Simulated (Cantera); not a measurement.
A closed system holds: 1 mol BCl3, a varied amount of O2, 80 mol H2, held at 1700 K and 360 Pa.

Cantera equilibrium calculation (NASA polynomials, part measured and part estimated; ideal gas, pure solids and liquids). Candidate condensed phases: B, B2O3, B3O3H3, H2O; 33 gas species. Kinetics and transport are ignored.

### Question
What share of the B ends up in condensed phases as a function of n(O2) (mol), at 0.17, 0.25, 0.35, 0.49, 0.7, 0.99, 1.4, 2?

### Answer
```
n(O2) (mol)  B condensed (%)    as
-----------  ---------------  ----
0.17                    55.4  B(s)
0.25                    39.4  B(s)
0.35                    19.5  B(s)
0.49                     0.0     -
0.7                      0.0     -
0.99                     0.0     -
1.4                      0.0     -
2                        0.0     -
```
